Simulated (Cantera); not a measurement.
Charge: 1 mol Zr, 0.35 mol N₂O, 350 mol H₂, 0.57 mol NH₃, at 16.5 Torr.

Cantera equilibrium calculation (NASA polynomials, part measured and part estimated; ideal gas, pure solids and liquids). Candidate condensed phases: H₂O, Zr, ZrN, ZrO₂; 28 gas species. Mutual solubility and eutectic melting of coexisting phases are not modelled. ZrN: taken at fixed stoichiometry. Condensed phases not in the tables: solid solutions among these carbides, nitrides and lower oxides. The numbers say what is thermodynamically allowed, not how fast it happens.

Task: At 1250 °C, list the 3 most abundant gas species with their mole fractions, and the condensed phases.

Result: H₂ 0.999, N₂ 0.000633, H 0.000156. Condensed: ZrN(s) + ZrO₂(tetragonal).
